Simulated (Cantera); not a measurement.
A freely propagating, adiabatic, planar premixed flame of H₂ : O₂ : N₂ = 1 : 0.179 : 0.671 (molar parts), equivalence ratio 2.8, unburnt at 650 K and 1000000 Pa; multicomponent transport, grid criteria slope 0.08 and curve 0.16, no radiation.

Computed with Cantera and the H2/O2 subset of GRI-Mech 3.0, which has no nitrogen chemistry. The hydrogen kinetics of GRI-Mech 3.0 are dated; newer H2 mechanisms differ, most at raised pressure. Burning velocities carry a grid error of a few per cent, more on coarse grids.

x: mole fraction of selected species; z is measured from the peak of heat release.

```json
[
 {"z (mm)": "-0.0844", "T (K)": "650", "u (m/s)": "8.10", "x H₂": "0.541", "x O₂": "0.0968", "x OH": "<1e-8", "x H₂O₂": "<1e-8", "x O": "<1e-8", "x H₂O": "<1e-8"},
 {"z (mm)": "-0.0563", "T (K)": "650", "u (m/s)": "8.11", "x H₂": "0.541", "x O₂": "0.0968", "x OH": "<1e-8", "x H₂O₂": "<1e-8", "x O": "<1e-8", "x H₂O": "1.96e-7"},
 {"z (mm)": "-0.0422", "T (K)": "650", "u (m/s)": "8.11", "x H₂": "0.540", "x O₂": "0.0968", "x OH": "<1e-8", "x H₂O₂": "<1e-8", "x O": "<1e-8", "x H₂O": "1.78e-6"},
 {"z (mm)": "-0.0281", "T (K)": "654", "u (m/s)": "8.15", "x H₂": "0.540", "x O₂": "0.0969", "x OH": "<1e-8", "x H₂O₂": "2.23e-7", "x O": "[?]", "x H₂O": "4.20e-5"},
 {"z (mm)": "-0.0141", "T (K)": "763", "u (m/s)": "9.34", "x H₂": "0.528", "x O₂": "0.0958", "x OH": "8.40e-5", "x H₂O₂": "3.33e-5", "x O": "[?]", "x H₂O": "0.00543"},
 {"z (mm)": "-0.00703", "T (K)": "1057", "u (m/s)": "12.6", "x H₂": "0.496", "x O₂": "0.0845", "x OH": "0.000548", "x H₂O₂": "6.64e-5", "x O": "[?]", "x H₂O": "0.0359"},
 {"z (mm)": "0", "T (K)": "1409", "u (m/s)": "16.4", "x H₂": "0.443", "x O₂": "0.0575", "x OH": "0.00108", "x H₂O₂": "2.25e-5", "x O": "[?]", "x H₂O": "0.0953"},
 {"z (mm)": "0.00703", "T (K)": "1650", "u (m/s)": "19.1", "x H₂": "0.396", "x O₂": "0.0280", "x OH": "0.00154", "x H₂O₂": "4.47e-6", "x O": "[?]", "x H₂O": "0.154"},
 {"z (mm)": "0.0141", "T (K)": "1779", "u (m/s)": "20.5", "x H₂": "0.373", "x O₂": "0.0111", "x OH": "0.00162", "x H₂O₂": "2.07e-6", "x O": "[?]", "x H₂O": "0.187"},
 {"z (mm)": "0.0281", "T (K)": "1886", "u (m/s)": "21.6", "x H₂": "0.363", "x O₂": "0.00179", "x OH": "0.00152", "x H₂O₂": "6.46e-7", "x O": "[?]", "x H₂O": "0.206"},
 {"z (mm)": "0.0563", "T (K)": "1966", "u (m/s)": "22.4", "x H₂": "0.367", "x O₂": "0.000112", "x OH": "0.00125", "x H₂O₂": "1.81e-7", "x O": "[?]", "x H₂O": "0.211"},
 {"z (mm)": "0.113", "T (K)": "2028", "u (m/s)": "23.0", "x H₂": "0.373", "x O₂": "9.12e-6", "x OH": "0.000890", "x H₂O₂": "7.23e-8", "x O": "[?]", "x H₂O": "0.212"},
 {"z (mm)": "0.225", "T (K)": "2071", "u (m/s)": "23.4", "x H₂": "0.377", "x O₂": "2.63e-6", "x OH": "0.000557", "x H₂O₂": "2.85e-8", "x O": "[?]", "x H₂O": "0.213"}
]
```

Task: What belongs in the gaps?

Result: 
- -0.0281, x O: 4.29e-8
- -0.0141, x O: 1.84e-5
- -0.00703, x O: 0.000206
- 0, x O: 0.000729
- 0.00703, x O: 0.000801
- 0.0141, x O: 0.000473
- 0.0281, x O: 0.000154
- 0.0563, x O: 6.11e-5
- 0.113, x O: 2.60e-5
- 0.225, x O: 9.25e-6
